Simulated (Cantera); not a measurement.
A perfectly stirred reactor is fed with N₂O : O₂ = 1 : 0.89 (molar parts), at 0.0138 atm; it is held at 1350 K, and followed from long to short residence time.

Cantera simulation using GRI-Mech 3.0 (53 species, 325 reactions); the numbers are that mechanism's predictions, not measurements. GRI-Mech 3.0 was tuned for natural gas; its chemistry of N2O as a main component is partial and can be far from experiment. Radical loss at walls, strong at low pressure, is not modelled. The mechanism lacks the step 2 NO + O2 → 2 NO2, which can matter for NO2 below about 1400 K. The temperature is held fixed by assumption; the heat of reaction is taken as removed at once.

Q: What does this change do: pressure from 0.0138 atm to 1.48 atm?

A: 
```tsv
quantity	before	after
x(N₂O) at τ = 0.900 s	0.471	0.0581
x(O₂) at τ = 0.900 s	0.479	0.553
x(NO) at τ = 0.900 s	0.00785	0.0323
x(NO₂) at τ = 0.900 s	2.68e-6	0.000426
x(N₂) at τ = 0.900 s	0.0417	0.356
x(N₂O) at τ = 14.0 ms	0.528	0.448
x(O₂) at τ = 14.0 ms	0.471	0.483
x(NO) at τ = 14.0 ms	0.000132	0.0105
x(NO₂) at τ = 14.0 ms	4.93e-9	0.000123
x(N₂) at τ = 14.0 ms	0.000715	0.0588
```

Q: What does this change do: N2O 1 to 0.15 parts?

A: 
| quantity | before | after |
|---|---|---|
| x(N₂O) at τ = 0.900 s | 0.471 | 0.131 |
| x(O₂) at τ = 0.900 s | 0.479 | 0.856 |
| x(NO) at τ = 0.900 s | 0.00785 | 0.00217 |
| x(NO₂) at τ = 0.900 s | 2.68e-6 | 1.15e-6 |
| x(N₂) at τ = 0.900 s | 0.0417 | 0.0115 |
| x(N₂O) at τ = 14.0 ms | 0.528 | 0.144 |
| x(O₂) at τ = 14.0 ms | 0.471 | 0.856 |
| x(NO) at τ = 14.0 ms | 0.000132 | 3.30e-5 |
| x(NO₂) at τ = 14.0 ms | 4.93e-9 | 1.92e-9 |
| x(N₂) at τ = 14.0 ms | 0.000715 | 0.000188 |
